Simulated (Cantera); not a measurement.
Equilibrium for oxide etching and cleaning by halides: SiO2 + SiCl4 + H2 + NF3

Input: 1 mol SiO2, 3.9 mol SiCl4, 1.4 mol H2, 2.8 mol NF3, at 180 Pa.

These are equilibrium values from Cantera (NASA tables, ideal gas, pure condensed phases), not measurements of a reactor. Candidate condensed phases: H2O, NH4Cl, Si, SiO2, Si2N2O, Si3N4; 72 gas species. The tables' values for SiCl3, SiF3 are old estimates; treat these amounts as uncertain. The tables hold silica as quartz up to 1696 K and as liquid above; real silica turns to tridymite and cristobalite and melts near 1996 K. Kinetics and transport are ignored.

```tsv
T (°C)	x Cl	x HCl	x Cl2	x SiF4	x SiCl4	x N2	x HF	x SiCl3	n SiO2(β-quartz)
600	0.000529	0.257	0.257	0.193	0.165	0.128	9.44e-5	4.60e-11	1.00
650	0.00133	0.257	0.256	0.192	0.165	0.128	0.000146	3.44e-10	1.00
700	0.00305	0.256	0.255	0.192	0.165	0.128	0.000217	2.09e-9	1.00
750	0.00644	0.256	0.253	0.192	0.165	0.128	0.000309	1.07e-8	1.00
800	0.0126	0.255	0.249	0.191	0.164	0.128	0.000425	4.67e-8	1.00
850	0.0232	0.253	0.242	0.190	0.163	0.127	0.000567	1.80e-7	1.00
900	0.0402	0.251	0.232	0.189	0.162	0.126	0.000735	6.20e-7	1.00
950	0.0655	0.248	0.216	0.186	0.160	0.124	0.000927	1.95e-6	1.00
1000	0.101	0.243	0.194	0.183	0.157	0.122	0.00114	5.69e-6	1.000
1050	0.145	0.237	0.165	0.178	0.153	0.119	0.00137	1.56e-5	1.000
1100	0.197	0.230	0.133	0.173	0.149	0.116	0.00162	4.10e-5	1.000
1150	0.251	0.223	0.0991	0.168	0.145	0.112	0.00187	0.000105	1.000
1200	0.300	0.216	0.0686	0.163	0.141	0.109	0.00215	0.000263	1.000
1250	0.338	0.211	0.0445	0.159	0.137	0.107	0.00245	0.000649	1.000
```
x: gas mole fraction; n: condensed amount in mol.

From 600 °C to 1250 °C the condensed part is SiO2(β-quartz). The main Si-bearing gas is SiF4 throughout.
